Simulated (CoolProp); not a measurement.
Computed with CoolProp (reference Helmholtz-energy equation of state, Gao 2022).

For n-perfluorobutane, give the phase and the density (kg/m³), cp (kJ/(kg K)), Joule-Thomson coefficient (K/MPa), isothermal compressibility (1/MPa) at -31.75 °C and 2.58 bar.


- -31.75 °C and 2.58 bar: liquid; density 1700, cp 1.07, Joule-Thomson coefficient -0.284, isothermal compressibility 0.00232
